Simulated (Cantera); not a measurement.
Feed: 1 mol Si, 0.13 mol CO2, 1.5 mol H2, equilibrated at 1873.15 K and 1.00 bar.

These are equilibrium values from Cantera (NASA tables, ideal gas, pure condensed phases), not measurements of a reactor. Each liquid is taken as pure. Mutual solubility and eutectic melting of coexisting phases are not modelled. The tables hold silica as quartz up to 1696 K and as liquid above; real silica turns to tridymite and cristobalite and melts near 1996 K. Gases not in the tables: Si2H6 and higher silanes. Rates play no part.

```tsv
species	before	after
H2	0.890	0.952
SiO	0.0936	0.0404
CO	0.0152	0.00656
H2O	8.20e-5	3.78e-5
CH4	1.60e-5	1.84e-5
SiH2	4.37e-5	4.68e-5
H	0.000610	0.000631
Si(l), mol	0.700	0.910
SiC(s), mol	0.104	0.0266
SiO2(condensed), mol	0.0383	0
```
Gas species are given as mole fractions.

Question: Name the change that produced these shifts.
A) temperature from 1873.15 K to 1398.15 K
B) temperature from 1873.15 K to 1975 K
C) pressure from 1.00 bar to 51.0 mbar
D) CO2 from 0.13 to 0.037 mol

Answer: D, CO2 from 0.13 to 0.037 mol
